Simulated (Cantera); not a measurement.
Charge: 1 mol SiCl4, 13 mol O2, 0.51 mol NO, equilibrated at 0.000570 bar.

These are equilibrium values from Cantera (NASA tables, ideal gas, pure condensed phases), not measurements of a reactor. Candidate condensed phases: Si, SiO2, Si2N2O, Si3N4; 23 gas species. The tables hold silica as quartz up to 1696 K and as liquid above; real silica turns to tridymite and cristobalite and melts near 1996 K. Rates play no part.

Task: Which condensed phases are stable at each of these points (T (K)): 1598, 1623, 1648, 1673, 1698, 1723, 1748, 1773, 1798, 1823?

Result: 
| T (K) | condensed phases | Si condensed (%) |
|---|---|---|
| 1598 | SiO2(β-quartz) | 100.0 |
| 1623 | SiO2(β-quartz) | 100.0 |
| 1648 | SiO2(β-quartz) | 100.0 |
| 1673 | SiO2(β-quartz) | 100.0 |
| 1698 | SiO2(condensed) | 100.0 |
| 1723 | SiO2(condensed) | 100.0 |
| 1748 | SiO2(condensed) | 100.0 |
| 1773 | SiO2(condensed) | 100.0 |
| 1798 | SiO2(condensed) | 100.0 |
| 1823 | SiO2(condensed) | 99.9 |

From 1598 K to 1673 K the condensed part is SiO2(β-quartz). From 1698 K to 1823 K the condensed part is SiO2(condensed).
